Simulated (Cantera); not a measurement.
Input (Python, Cantera):

```python
import numpy as np
import cantera as ct

gas = ct.Solution("SiF4_NH3_mec.yaml", "gas")
gas.TPX = 2100, 82000, {'NH3': 1, 'N2': 2.4}
reactor = ct.IdealGasConstPressureReactor(gas, energy="off", clone=False)
net = ct.ReactorNet([reactor])
net.rtol, net.atol = 1e-08, 1e-18
show = ['NH3', 'N2', 'NH2', 'H2', 'N2H4', 'NH', 'H']
times = np.geomspace(0.0001, 30, 14)

steps = ct.SolutionArray(gas, extra=["t"])
rows = []
print(f"{'t/s':>10s}{'T/K':>9s}{'P/Pa':>11s}" + "".join(f"{s:>11s}" for s in show))
for t in times:
    while net.time < t:
        t_next = net.step()
        steps.append(gas.state, t=t_next)
    rows.append([np.interp(t, steps.t, y) for y in (steps.T, steps.P, *steps(*show).X.T)])
    print(f"{t:10.3e}{rows[-1][0]:9.1f}{rows[-1][1]:11.4g}" + "".join(f"{x:11.3e}" for x in rows[-1][2:]))
rate = np.gradient(steps.T, steps.t)
print("integrator steps:", len(steps.t))
if steps.T.max() > steps.T[0] + 200:
    print(f"time of steepest temperature rise: {steps.t[rate.argmax()]:.4e} s")
gas.TPX = 2100, 82000, {'NH3': 1, 'N2': 2.4}
gas.equilibrate("TP")
print(f"equilibrium (TP): T = {gas.T:.1f} K  " + "  ".join(f"{s} {gas[s].X[0]:.3e}" for s in show))
```

It prints:

```
       t/s      T/K       P/Pa        NH3         N2        NH2         H2       N2H4         NH          H
 1.000e-04   2100.0    8.2e+04  2.924e-01  7.054e-01  1.057e-03  1.131e-03  1.958e-07  8.664e-06  3.497e-06
 2.638e-04   2100.0    8.2e+04  2.893e-01  7.049e-01  1.238e-03  4.592e-03  2.686e-07  1.234e-05  9.173e-06
 6.960e-04   2100.0    8.2e+04  2.811e-01  7.036e-01  1.135e-03  1.408e-02  2.259e-07  1.463e-05  2.140e-05
 1.836e-03   2100.0    8.2e+04  2.611e-01  7.004e-01  9.778e-04  3.742e-02  1.677e-07  1.747e-05  4.888e-05
 4.845e-03   2100.0    8.2e+04  2.162e-01  6.933e-01  7.866e-04  8.955e-02  1.085e-07  1.920e-05  1.103e-04
 1.278e-02   2100.0    8.2e+04  1.360e-01  6.805e-01  5.443e-04  1.827e-01  5.197e-08  1.793e-05  2.448e-04
 3.372e-02   2100.0    8.2e+04  4.581e-02  6.662e-01  2.527e-04  2.872e-01  1.120e-08  1.267e-05  5.281e-04
 8.896e-02   2100.0    8.2e+04  3.894e-03  6.593e-01  4.452e-05  3.355e-01  3.471e-10  4.819e-06  1.276e-03
 2.347e-01   2100.0    8.2e+04  1.861e-04  6.585e-01  3.301e-06  3.393e-01  1.905e-12  5.591e-07  2.001e-03
 6.192e-01   2100.0    8.2e+04  4.349e-05  6.584e-01  7.771e-07  3.395e-01  1.056e-13  1.327e-07  2.017e-03
 1.634e+00   2100.0    8.2e+04  1.444e-05  6.584e-01  2.581e-07  3.395e-01  1.165e-14  4.409e-08  2.018e-03
 4.310e+00   2100.0    8.2e+04  5.494e-06  6.584e-01  9.822e-08  3.395e-01  1.688e-15  1.678e-08  2.018e-03
 1.137e+01   2100.0    8.2e+04  2.734e-06  6.584e-01  4.887e-08  3.396e-01  4.187e-16  8.350e-09  2.018e-03
 3.000e+01   2100.0    8.2e+04  2.263e-06  6.584e-01  4.045e-08  3.396e-01  2.872e-16  6.911e-09  2.018e-03
integrator steps: 1747
equilibrium (TP): T = 2100.0 K  NH3 2.254e-06  N2 6.584e-01  NH2 4.029e-08  H2 3.396e-01  N2H4 2.849e-16  NH 6.884e-09  H 2.018e-03
```

Cantera simulation using the gas-phase N/H chemistry of the illustrative SiF4/NH3 mechanism in the Surface Chemkin manual (1991); the numbers are that mechanism's predictions, not measurements. Walls and surfaces, which speed up NH3 decomposition in real reactors, are not modelled.
